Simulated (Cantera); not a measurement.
Charge: 1 mol Si3N4, 0.28 mol H2O, 960 mol H2, 0.36 mol CO2, equilibrated at 1.00e-6 bar.

Equilibrium computed with Cantera from the NASA thermochemical tables; the gas is ideal and each condensed phase is pure. Candidate condensed phases: C, C6H6, C7H8, C8H18, H2O, Si, SiC, SiO2, Si2N2O, Si3N4; 151 gas species. Mutual solubility and eutectic melting of coexisting phases are not modelled. Equilibrium is a limit: real reactors are often held back by kinetics, nucleation or transport.

**Question.** At 1100 K, list the 3 most abundant gas species with their mole fractions, and the condensed phases.

**Answer.** H2 0.999, N2 0.000962, H 2.58e-5. Condensed: Si(s) + SiC(s) + Si2N2O(s) + Si3N4(s).
